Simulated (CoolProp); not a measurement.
Vapour-liquid equilibrium of propylene (1) + R115 (2) at 248.6 K; x and y are mole fractions of (1).

Values from CoolProp's multi-fluid Helmholtz-energy mixture model, Lemmon 2013 and Lemmon 2016; pair parameters Bell 2016.

Q: Give the bubble pressure and the first vapour's composition at x = 0.2, 0.275, 0.425. Is there an azeotrope?

A: x = 0.2: 242.2 kPa, y = 0.358; x = 0.275: 256.7 kPa, y = 0.437; x = 0.425: 276.5 kPa, y = 0.551. y crosses x between x = 0.65 and 0.725: the model has an azeotrope there.

Pair parameters are fitted to limited data, so mixtures are less certain than the pure fluids.
